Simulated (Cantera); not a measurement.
Premixed flame

A freely propagating, adiabatic, planar premixed flame of 13.4 % CH3OH, 18.2 % O2, 68.5 % N2, equivalence ratio 1.1, unburnt at 323 K and 0.987 atm; mixture-averaged transport, grid criteria slope 0.08 and curve 0.16, no radiation.

Cantera simulation using GRI-Mech 3.0 (53 species, 325 reactions); the numbers are that mechanism's predictions, not measurements. GRI-Mech 3.0 was tuned for natural gas; its chemistry of methanol as a main component is partial and can be far from experiment. Burning velocities carry a grid error of a few per cent, more on coarse grids.

| z (mm) | T (K) | u (m/s) | x CH3OH | x O2 | x CO2 | x C2H2 | x H2 | x HCO |
|---|---|---|---|---|---|---|---|---|
| -0.909 | 323 | 0.544 | 0.133 | 0.181 | 8.01e-8 | <1e-8 | 0.00118 | <1e-8 |
| -0.606 | 325 | 0.548 | 0.133 | 0.181 | 3.70e-6 | <1e-8 | 0.00420 | <1e-8 |
| -0.455 | 331 | 0.561 | 0.132 | 0.180 | 2.35e-5 | <1e-8 | 0.00799 | <1e-8 |
| -0.303 | 389 | 0.667 | 0.129 | 0.174 | 0.000341 | 1.10e-8 | 0.0162 | <1e-8 |
| -0.152 | 785 | 1.40 | 0.0973 | 0.140 | 0.00507 | 1.44e-7 | 0.0292 | 1.84e-8 |
| -0.0758 | 1197 | 2.20 | 0.0540 | 0.102 | 0.0131 | 3.56e-7 | 0.0357 | 1.15e-5 |
| 0 | 1621 | 3.08 | 0.00739 | 0.0608 | 0.0267 | 7.02e-7 | 0.0376 | 0.000243 |
| 0.0758 | 1764 | 3.36 | 5.98e-5 | 0.0363 | 0.0432 | 3.39e-7 | 0.0279 | 2.23e-5 |
| 0.152 | 1815 | 3.44 | 1.29e-7 | 0.0240 | 0.0574 | 3.42e-8 | 0.0224 | 4.50e-7 |
| 0.303 | 1883 | 3.54 | <1e-8 | 0.0158 | 0.0731 | <1e-8 | 0.0208 | 1.44e-7 |
| 0.606 | 1962 | 3.66 | <1e-8 | 0.0117 | 0.0822 | <1e-8 | 0.0203 | 8.74e-8 |
| 1.21 | 2044 | 3.80 | <1e-8 | 0.00862 | 0.0858 | <1e-8 | 0.0183 | 5.05e-8 |
| 2.42 | 2116 | 3.91 | <1e-8 | 0.00577 | 0.0890 | <1e-8 | 0.0160 | 2.71e-8 |
x: mole fraction of selected species; z is measured from the peak of heat release.

- laminar burning velocity: 54.3 cm/s
- thermal thickness: 0.303 mm
- peak x(C2H2): 7.25e-7
- peak x(H2): 0.0384
- peak x(HCO): 0.000243
- grid points: 122
